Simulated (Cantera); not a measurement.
Input (Python, Cantera):

```python
import numpy as np
import cantera as ct

gas = ct.Solution("gri30.yaml")
gas.TPX = 1375, 120, {'H2': 0.38, 'O2': 1}
inlet = ct.Reservoir(gas, clone=True)

reactor = ct.IdealGasConstPressureReactor(gas, energy="off", clone=False)
exhaust = ct.Reservoir(gas, clone=True)
tau = [0.37, 0.21, 0.12, 0.064, 0.036, 0.02, 0.011, 0.0062][0]
for a, b in ((inlet, reactor), (reactor, exhaust)):
    ct.MassFlowController(a, b, mdot=lambda t: reactor.mass / tau)
net = ct.ReactorNet([reactor])
show = ['H2', 'O2', 'HO2', 'H2O', 'H2O2', 'H']

rows = []
print(f"{'tau/s':>10s}{'T/K':>9s}" + "".join(f"{s:>11s}" for s in show))
for tau in [0.37, 0.21, 0.12, 0.064, 0.036, 0.02, 0.011, 0.0062]:
    net.initial_time = 0.0
    net.advance(30 * tau)
    before = gas.X
    net.advance(40 * tau)
    drift = np.max(np.abs(gas.X - before) / (gas.X + 1e-9))
    rows.append([gas.T, *gas[show].X, drift])
    print(f"{tau:10.3e}{gas.T:9.1f}" + "".join(f"{x:11.3e}" for x in gas[show].X))
```

Result:

```
     tau/s      T/K         H2         O2        HO2        H2O       H2O2          H
 3.700e-01   1375.0  1.633e-02  5.813e-01  6.087e-07  2.173e-01  2.888e-08  7.823e-02
 2.100e-01   1375.0  1.731e-02  5.748e-01  5.930e-07  2.096e-01  2.797e-08  8.564e-02
 1.200e-01   1375.0  1.825e-02  5.711e-01  5.829e-07  2.045e-01  2.753e-08  9.029e-02
 6.400e-02   1375.0  1.960e-02  5.695e-01  5.760e-07  2.003e-01  2.750e-08  9.337e-02
 3.600e-02   1375.0  2.154e-02  5.699e-01  5.718e-07  1.968e-01  2.791e-08  9.495e-02
 2.000e-02   1375.0  2.488e-02  5.721e-01  5.681e-07  1.925e-01  2.881e-08  9.572e-02
 1.100e-02   1375.0  3.074e-02  5.769e-01  5.631e-07  1.861e-01  3.029e-08  9.561e-02
 6.200e-03   1375.0  4.028e-02  5.844e-01  5.545e-07  1.767e-01  3.212e-08  9.415e-02
```

Detailed kinetics in Cantera: GRI-Mech 3.0 (53 species, 325 reactions). Radical loss at walls, strong at low pressure, is not modelled. The temperature is held fixed by assumption; the heat of reaction is taken as removed at once.
